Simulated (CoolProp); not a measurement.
Values from CoolProp's reference Helmholtz-energy equation of state, Gao 2016.

**Question.** Give the vapour pressure (kPa), liquid density (kg/m³), surface tension (mN/m) of saturated sulfur dioxide at 35.95, 96.75, 137.25 °C.

**Answer.** 
```tsv
T (°C)	p (kPa)	liquid density (kg/m³)	surface tension (mN/m)
35.95	557	1340	19.5
96.75	2600	1130	8.10
137.25	5600	904	1.07
```

Surface tension comes from a separate correlation (Mulero 2012).
